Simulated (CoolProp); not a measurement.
A Linde-Hampson liquefier for CF4 (R14): isothermal reversible compression at 280 K from 1 atm to 20 MPa, throttling to 1 atm, return gas leaving the recuperator 10 K below the feed. Each further row changes one setting.

Values from CoolProp's reference Helmholtz-energy equation of state, Platzer 1990. This equation is an older, rougher fit; its heat capacities, sound speeds and derivatives of the liquid may be far off and weren't checked against measurements.

```json
[
 {"case": "as stated", "liquid yield per pass": "___", "compression work (kJ/kg of gas)": "121"},
 {"case": "high pressure 40 MPa", "liquid yield per pass": "___", "compression work (kJ/kg of gas)": "___"},
 {"case": "warm-end temperature 310 K", "liquid yield per pass": "0.225", "compression work (kJ/kg of gas)": "141"},
 {"case": "warm-end gap 15 K", "liquid yield per pass": "___", "compression work (kJ/kg of gas)": "121"}
]
```

Question: What belongs in the gaps?

Answer: 
- as stated, liquid yield per pass: 0.310
- high pressure 40 MPa, liquid yield per pass: 0.321
- high pressure 40 MPa, compression work (kJ/kg of gas): 140
- warm-end gap 15 K, liquid yield per pass: 0.298
